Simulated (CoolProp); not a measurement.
Computed with CoolProp (reference Helmholtz-energy equation of state, Lemmon 2006). It is a short technical equation, of lower accuracy than the large ones.

Task: Give the vapour pressure (MPa), liquid density (kg/m³), vapour density (kg/m³), enthalpy of vaporisation (kJ/kg) of saturated carbon monoxide at -161.15, -154.25, -152.55 °C.

Result: 
```tsv
T (°C)	p (MPa)	liquid density (kg/m³)	vapour density (kg/m³)	enthalpy of vaporisation (kJ/kg)
-161.15	1.20	634	47.4	156
-154.25	1.77	584	73.4	133
-152.55	1.94	569	81.9	127
```
